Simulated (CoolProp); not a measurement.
The numbers come from the reference Helmholtz-energy equation of state, McLinden 2020 in CoolProp.

**Question.** For R1336mzz(Z), give the phase and the Z, cp (kJ/(kg K)), speed of sound (m/s), isothermal compressibility (1/MPa) at 155.85 °C and 968 kPa.

**Answer.** 
- 155.85 °C and 968 kPa: gas; Z 0.849, cp 1.14, speed of sound 131, isothermal compressibility 1.24
